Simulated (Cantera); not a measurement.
An isothermal, constant-pressure homogeneous reactor starts with 2.72 % CH₂O, 1.50 % O₂, 93.9 % N₂, 1.88 % CH₄, at 1575 K and 0.570 bar.

Cantera simulation using GRI-Mech 3.0 (53 species, 325 reactions); the numbers are that mechanism's predictions, not measurements.

**Question.** Predict: x(CH₂O) at 1.00 s; x(H₂) at 1.00 s; x(C₂H) at 1.00 s; x(CH₄) at 1.00 s; x(OH) at 1.00 s.

**Answer.** 
| Quantity | Result |
|---|---|
| x(CH₂O) at 1.00 s | 4.66e-8 (gas-phase equilibrium 5.45e-10) |
| x(H₂) at 1.00 s | 0.0374 (gas-phase equilibrium 0.0533) |
| x(C₂H) at 1.00 s | 3.10e-9 (gas-phase equilibrium <1e-12) |
| x(CH₄) at 1.00 s | 0.00232 (gas-phase equilibrium 4.40e-10) |
| x(OH) at 1.00 s | 1.65e-7 (gas-phase equilibrium 7.37e-8) |
